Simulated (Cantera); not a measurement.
Cantera run:

```python
import numpy as np
import cantera as ct

gas_names = """
    CL CL2 H HCL H2 N NH NH2 NH3 N2 N2H2 N2H4 Si SiCL SiCL2 SiCL3 SiCL4 SiH SiHCL3 SiH2 SiH2CL2 SiH3
    SiH3CL SiH4 SiN Si2 Si2N Si3
""".split()
cond_names = """
    NH4CL(a) NH4CL(b) Si(cr) Si(L) Si3N4(a)
""".split()


def load(file, names, dense=False):
    # The tables refer to 1 bar. Condensed volumes are neglected.
    table = {s.name: s for s in ct.Species.list_from_file(file)}
    out = []
    for n in names:
        d = dict(table[n].input_data)
        d["thermo"] = dict(d["thermo"], **{"reference-pressure": 1e5})
        if dense:
            d["equation-of-state"] = {"model": "constant-volume", "density": "1e6 g/cm^3"}
        out.append(ct.Species.from_dict(d))
    return out


gas = ct.Solution(thermo="ideal-gas", species=load("nasa_gas.yaml", gas_names))
cond = {s.name: ct.Solution(thermo="fixed-stoichiometry", species=[s], name=s.name)
        for s in load("nasa_condensed.yaml", cond_names, dense=True)}
atoms = {
    'SiH2Cl2': {'Si': 1, 'H': 2, 'CL': 2},
    'NH3': {'N': 1, 'H': 3},
    'N2': {'N': 2},
}
top_T = {'Si3N4(a)': 2400}  # K; cautious upper limits of use, not melting points


def equilibrate(T, P, feed):
    n = {}
    for name, mol in feed.items():
        for a, k in atoms[name].items():
            n[a] = n.get(a, 0.0) + k * mol
    gas.TPX = T, P, n
    mass = sum(n.values()) * gas.mean_molecular_weight
    gas.equilibrate("TP")
    valid = [c for c in cond.values() if c.min_temp <= T <= top_T.get(c.name, c.max_temp)]
    mix = ct.Mixture([(gas, mass / gas.mean_molecular_weight)] + [(c, 0.0) for c in valid])
    mix.T, mix.P = T, P
    mix.equilibrate("TP", solver="vcs", rtol=1e-11, max_steps=5000)
    return mix


results = []
feed = {'SiH2Cl2': 1, 'NH3': 0.69, 'N2': 2.7}  # mol
T = 1900  # K
P = 10000  # Pa
mix = equilibrate(T, P, feed)
results.append((T, P, feed, dict(zip(mix.species_names, mix.species_moles))))
x = sorted(zip(gas.X, gas.species_names), reverse=True)
print(f"T = {T:g} K  P = {P:g} Pa  gas = {mix.phase_moles(0):.4g} mol")
print("   x: " + "  ".join(f"{s} {v:.3e}" for v, s in x if v > 1e-06))
print("   condensed (mol): " + ("  ".join(f"{mix.phase(i).name} {mix.phase_moles(i):.4g}"
      for i in range(1, mix.n_phases) if mix.phase_moles(i) > 1e-12) or "none"))
```

Result:

```
T = 1900 K  P = 10000 Pa  gas = 5.852 mol
   x: N2 4.815e-01  H2 2.900e-01  HCL 1.141e-01  SiCL2 1.095e-01  SiCL3 2.446e-03  H 1.351e-03  CL 4.013e-04  SiCL 3.758e-04  Si 1.136e-04  SiCL4 7.372e-05  SiHCL3 5.928e-05  SiH 1.680e-05  SiH2 1.524e-05  Si2N 1.089e-05  SiH2CL2 8.939e-06  SiN 8.348e-06
   condensed (mol): Si3N4(a) 0.1136
```

Method: chemical equilibrium by Gibbs-energy minimisation in Cantera with the NASA 1993 tables (ideal gas, pure condensed phases). The tables' values for SiCl3, SiCl are old estimates; treat these amounts as uncertain. Gases not in the tables: Si2H6 and higher silanes.
